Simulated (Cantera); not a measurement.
An isothermal, constant-pressure homogeneous reactor starts with 7.69 % CH4, 92.3 % H2, at 1775 K and 26000 Pa.

Computed with Cantera and GRI-Mech 3.0 (53 species, 325 reactions). GRI-Mech 3.0 stops at C3 and has no aromatics, soot or wall deposition, so with more carbon than oxygen in the feed, carbon stays in small species such as C2H2 where larger ones or solid carbon would form.

x: mole fraction; the columns are a selection and need not sum to one.

```json
[
 {"t (s)": "4.00e-6", "x CH4": "0.0769", "x H2": "0.923", "x C2H6": "4.39e-11", "x C2H4": "2.03e-11", "x C2H2": "<1e-12", "x CH2": "1.12e-11"},
 {"t (s)": "2.87e-5", "x CH4": "0.0769", "x H2": "0.923", "x C2H6": "…", "x C2H4": "1.43e-8", "x C2H2": "4.00e-11", "x CH2": "1.04e-9"},
 {"t (s)": "0.000206", "x CH4": "0.0766", "x H2": "0.923", "x C2H6": "…", "x C2H4": "5.80e-6", "x C2H2": "2.63e-7", "x CH2": "5.22e-8"},
 {"t (s)": "0.00147", "x CH4": "0.0744", "x H2": "0.924", "x C2H6": "…", "x C2H4": "0.000312", "x C2H2": "0.000466", "x CH2": "3.79e-7"},
 {"t (s)": "0.0106", "x CH4": "0.0610", "x H2": "0.931", "x C2H6": "…", "x C2H4": "0.000293", "x C2H2": "0.00676", "x CH2": "3.32e-7"},
 {"t (s)": "0.0757", "x CH4": "0.0259", "x H2": "0.950", "x C2H6": "…", "x C2H4": "0.000207", "x C2H2": "0.0233", "x CH2": "1.67e-7"},
 {"t (s)": "0.543", "x CH4": "0.00538", "x H2": "0.961", "x C2H6": "…", "x C2H4": "0.000229", "x C2H2": "0.0330", "x CH2": "3.98e-8"},
 {"t (s)": "3.89", "x CH4": "0.00315", "x H2": "0.962", "x C2H6": "8.70e-8", "x C2H4": "0.000235", "x C2H2": "0.0340", "x CH2": "2.38e-8"},
 {"t (s)": "27.9", "x CH4": "0.00315", "x H2": "0.962", "x C2H6": "8.70e-8", "x C2H4": "0.000235", "x C2H2": "0.0340", "x CH2": "2.38e-8"},
 {"t (s)": "200", "x CH4": "0.00315", "x H2": "0.962", "x C2H6": "8.70e-8", "x C2H4": "0.000235", "x C2H2": "0.0340", "x CH2": "2.38e-8"}
]
```

Problem. Complete the blanks.

Solution. 
- 2.87e-5, x C2H6: 1.75e-8
- 0.000206, x C2H6: 3.13e-6
- 0.00147, x C2H6: 2.42e-5
- 0.0106, x C2H6: 1.69e-5
- 0.0757, x C2H6: 3.30e-6
- 0.543, x C2H6: 1.84e-7
